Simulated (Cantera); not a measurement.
Carbothermic reduction: Cu2O + CO

Input: 1 mol Cu2O, 5.8 mol CO, at 1477 °C.

Cantera equilibrium calculation (NASA polynomials, part measured and part estimated; ideal gas, pure solids and liquids). Candidate condensed phases: C, Cu, CuO, Cu2O; 15 gas species. Equilibrium is a limit: real reactors are often held back by kinetics, nucleation or transport.

From 0.0750 Torr to 0.315 Torr nothing is condensed. From 1.35 Torr to 7500 Torr the condensed part is Cu(l). The main Cu-bearing gas is Cu throughout.

```
P (Pa)    x CO      x Cu  x CO2     x Cu2       x O      x O2     x CuO  n Cu(l)
-------  -----  --------  -----  --------  --------  --------  --------  -------
10       0.615     0.256  0.128   3.38e-5   1.88e-5   6.33e-6   9.07e-7        0
42       0.615     0.256  0.128  0.000142   4.48e-6   1.51e-6   9.06e-7        0
180      0.690     0.166  0.144  0.000254   1.05e-6   3.52e-7   5.87e-7    0.842
750      0.795    0.0398  0.166   6.11e-5   2.51e-7   8.44e-8   1.41e-7     1.76
3200     0.820   0.00933  0.171   1.43e-5   5.88e-8   1.98e-8   3.30e-8     1.95
13000    0.826   0.00230  0.172   3.52e-6   1.45e-8   4.87e-9   8.13e-9     1.99
56000    0.827  0.000533  0.172   8.18e-7   3.36e-9   1.13e-9   1.89e-9     2.00
240000   0.827  0.000124  0.172   1.91e-7  7.84e-10  2.64e-10  4.40e-10     2.00
1000000  0.828   2.99e-5  0.172   4.58e-8  1.88e-10  6.33e-11  1.06e-10     2.00
```
x: gas mole fraction; n: condensed amount in mol.
